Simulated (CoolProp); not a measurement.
Model: reference Helmholtz-energy equation of state, Lemmon 2006, in CoolProp. It is a short technical equation, of lower accuracy than the large ones.

### Question
Give the vapour pressure (MPa), liquid density (kg/m³), enthalpy of vaporisation (kJ/kg), liquid cp (kJ/(kg K)) of saturated CH3F (R41) at 164.1, 249 K.

### Answer
| T (K) | p (MPa) | liquid density (kg/m³) | enthalpy of vaporisation (kJ/kg) | liquid cp (kJ/(kg K)) |
|---|---|---|---|---|
| 164.1 | 0.0130 | 942 | 527 | 2.06 |
| 249 | 0.997 | 753 | 395 | 2.31 |
